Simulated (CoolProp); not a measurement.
Vapour-liquid equilibrium of benzene (1) + octamethylcyclotetrasiloxane (D4) (2) at 1.65 bar; x and y are mole fractions of (1).

Computed with CoolProp (multi-fluid Helmholtz-energy mixture model, Thol 2012 and Thol 2015; pair parameters Bell 2016).

```
x     bubble temperature, mixture model (K)  bubble temperature, Raoult's law (K)  y, mixture model  y, Raoult's law
----  -------------------------------------  ------------------------------------  ----------------  ---------------
0.05                                  459.9                                 455.0             0.218            0.321
0.15                                  441.2                                 433.6             0.551            0.652
0.25                                  424.8                                 418.5             0.746            0.802
0.35                                  411.7                                 407.2             0.851            0.880
0.45                                  401.5                                 398.3             0.909            0.925
0.55                                  393.4                                 391.1             0.943            0.952
0.65                                  386.9                                 385.1             0.965            0.970
0.75                                  381.3                                 380.0             0.980            0.983
0.85                                  376.3                                 375.6             0.990            0.991
0.95                                  371.9                                 371.7             0.997            0.998
```

The largest gap from Raoult's law is +7.6 K in bubble temperature, at x = 0.15. No azeotrope shows between x = 0.05 and 0.95.

The pair parameters rest on a limited set of measurements; away from them the model extrapolates.
